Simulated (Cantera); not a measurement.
A closed system holds: 1 mol SiH2Cl2, 0.0043 mol Cl2, 100 mol N2, at 1523 K and 0.100 bar.

These are equilibrium values from Cantera (NASA tables, ideal gas, pure condensed phases), not measurements of a reactor. Candidate condensed phases: NH4Cl, Si, Si3N4; 28 gas species. The tables' values for SiCl3 are old estimates; treat these amounts as uncertain. The numbers say what is thermodynamically allowed, not how fast it happens.

Base state: N2 0.981, HCl 0.0141, H2 0.00280, SiCl2 0.00193, SiCl3 0.000350, SiCl4 0.000190, Cl 1.56e-5 (mole fractions); condensed: Si3N4(s).

Problem. What changes in the equilibrium state with this change: temperature from 1523 K to 1425 K?

Solution. 
```tsv
species	before	after
N2	0.981	0.981
HCl	0.0141	0.0154
H2	0.00280	0.00218
SiCl2	0.00193	0.000713
SiCl4	0.000190	0.000521
Cl	1.56e-5	5.81e-6
SiCl3	0.000350	0.000307
Si3N4(s), mol	0.250	0.281
```
N2 is the only nitrogen source here; it is nearly inert below about 1500 K, so the nitride shown seldom forms there in practice.
